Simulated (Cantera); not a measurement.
A closed system holds: 1 mol Mg(OH)₂, 0.17 mol CO₂, 3.7 mol H₂O, held at 1 atm.

Equilibrium computed with Cantera from the NASA thermochemical tables; the gas is ideal and each condensed phase is pure. Candidate condensed phases: C, C₆H₆, C₇H₈, C₈H₁₈, H₂O, Mg, MgCO₃, MgO, Mg(OH)₂; 116 gas species. The numbers say what is thermodynamically allowed, not how fast it happens.

Q: Which condensed phases are stable at each of these points (T (K)): 550, 700, 850, 1000, 1150, 1300, 1450, 1600, 1750, 1900, 2050?

A: 
| T (K) | condensed phases | Mg condensed (%) |
|---|---|---|
| 550 | MgCO₃(s) + MgO(s) | 100.0 |
| 700 | MgO(s) | 100.0 |
| 850 | MgO(s) | 100.0 |
| 1000 | MgO(s) | 100.0 |
| 1150 | MgO(s) | 100.0 |
| 1300 | MgO(s) | 100.0 |
| 1450 | MgO(s) | 100.0 |
| 1600 | MgO(s) | 100.0 |
| 1750 | MgO(s) | 100.0 |
| 1900 | MgO(s) | 100.0 |
| 2050 | MgO(s) | 100.0 |

At 550 K the condensed part is MgCO₃(s) + MgO(s). From 700 K to 2050 K the condensed part is MgO(s).
